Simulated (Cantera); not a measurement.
Source: NASA polynomial tables (part measured, part estimated), evaluated in Cantera. Values are per mole of reaction as written; species without (g) are pure solids or liquids, kept so even where they would boil at 1 bar.

Nb2O5 + H2(g) → 2 NbO2 + H2O(g)

```csv
T (K),ΔH° (kJ),ΔS° (J/K),ΔG° (kJ),log10 K
300,67.8,29.7,58.9,-10.25
548,[?],[?],[?],[?]
598,64.3,21.6,51.4,-4.49
648,63.7,20.7,50.3,-4.06
698,[?],[?],[?],[?]
748,[?],[?],[?],[?]
798,62.8,19.3,47.3,-3.10
848,62.7,19.3,46.4,-2.86
898,62.9,19.5,45.4,-2.64
948,63.2,19.8,44.4,-2.45
```

Fill in the missing entries.


- 548, ΔH° (kJ): 64.9
- 548, ΔS° (J/K): 22.6
- 548, ΔG° (kJ): 52.5
- 548, log10 K: -5.00
- 698, ΔH° (kJ): 63.3
- 698, ΔS° (J/K): 20.0
- 698, ΔG° (kJ): 49.3
- 698, log10 K: -3.69
- 748, ΔH° (kJ): 62.9
- 748, ΔS° (J/K): 19.6
- 748, ΔG° (kJ): 48.3
- 748, log10 K: -3.37
